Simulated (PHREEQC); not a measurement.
## Metal-bearing waste water

A solution holds 25 mmol/kgw FeCl3 and 3 mmol/kgw CuCl2, at 90 °C. Closed to the air; pH follows from the charge balance.

Model: ion-association model, phreeqc.dat, run in PHREEQC.

No solid was allowed to form.

Q: Estimate the pH, ionic strength.

A: pH 1.88; ionic strength 0.113 mol/kgw.

Q: In which forms is Cl present?

A: Cl- 89 %, FeCl+2 8.8 %, CuCl+ 1.7 % of the Cl.

Examples of supersaturated solids here: Hematite (slow to form), Goethite (slow to form). Others may be too. At this temperature some constants are extrapolated from 25 °C, and those without enthalpy data are left unchanged.
